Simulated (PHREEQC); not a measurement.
A column of 0.5 m (30 cells, dispersivity 0.018 m, 300 s a shift, diffusion coefficient 3e-10 m²/s) holds 0.0091 eq of the database's cation exchanger X per kg of pore water, first in equilibrium with 18 mmol/kgw NaCl, 3.9 mmol/kgw MgSO4, 1.2 mmol/kgw CdCl2 and 0.01 mmol/kgw HCl. It is flushed with 0.0041 mol/kgw KCl and 1e-05 mol/kgw HCl, at 25 °C. Values are for the last cell. No CO2 enters from the air. Nothing may precipitate in this run.

Base run: PHREEQC, ion-association model, phreeqc.dat. Each further column changes one thing. The table gives K in solution (mol/kgw).

```csv
pore volumes,base,exchange capacity from 0.0091 to 0.0046 eq/kgw,dispersivity from 0.018 to 0.036 m
0,0,0,0
0.4833,3.80e-7,2.31e-6,1.45e-5
1.183,0.000660,0.00143,0.00103
1.65,0.00168,0.00253,0.00184
2.117,0.00248,0.00314,0.00248
2.817,0.00306,0.00352,[?]
3.283,0.00327,0.00365,[?]
3.75,0.00341,0.00373,[?]
4.217,0.00351,0.00379,0.00349
4.917,0.00362,0.00385,0.00360
5.383,0.00367,0.00388,0.00366
5.85,0.00371,0.00391,[?]
6.55,0.00376,0.00394,0.00375
7.017,0.00379,0.00395,0.00378
```

### Question
Fill in the missing entries.

### Answer

- 2.817, dispersivity from 0.018 to 0.036 m: 0.00304
- 3.283, dispersivity from 0.018 to 0.036 m: 0.00325
- 3.75, dispersivity from 0.018 to 0.036 m: 0.00339
- 5.85, dispersivity from 0.018 to 0.036 m: 0.00370
